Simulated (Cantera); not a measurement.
## Carbothermic reduction: Fe₃O₄ + CH₄ + H₂ + CO

Charge: 1 mol Fe₃O₄, 3 mol CH₄, 5.5 mol H₂, 8.5 mol CO.

Method: chemical equilibrium by Gibbs-energy minimisation in Cantera with the NASA 1993 tables (ideal gas, pure condensed phases). Candidate condensed phases: C, C₆H₆, C₇H₈, C₈H₁₈, Fe, Fe(CO)₅, FeO, Fe(OH)₂, Fe(OH)₃, Fe₂O₃, Fe₃O₄, H₂O; 114 gas species. Condensed phases not in the tables: cementite and carbon dissolved in iron. Equilibrium is a limit: real reactors are often held back by kinetics, nucleation or transport.

Stable condensed phases:

```
T in °C \ P in Pa
              10      42     180     750    3200   13000   56000  240000 1000000
   1902        A       A       A       A       B       B       B       B       B
   1802        A       A       A       B       B       B       B       B       B
   1702        A       A       A       B       B       B       B       B       B
   1602        A       A       B       B       B       B       B       B       B
   1502        A       B       B       B       B       B       B       B       B
   1402        B       B       B       B       B       B       B       B       B
   1302        B       B       B       B       B       B       B       B       B
   1202        B       B       B       B       B       B       B       B       B
   1102        B       B       B       B       B       B       B       B       B
   1002        B       B       B       B       B       B       B       B       B
    902        B       B       B       B       B       B       B       B       C
```

A: gas only; B: Fe; C: C + Fe.
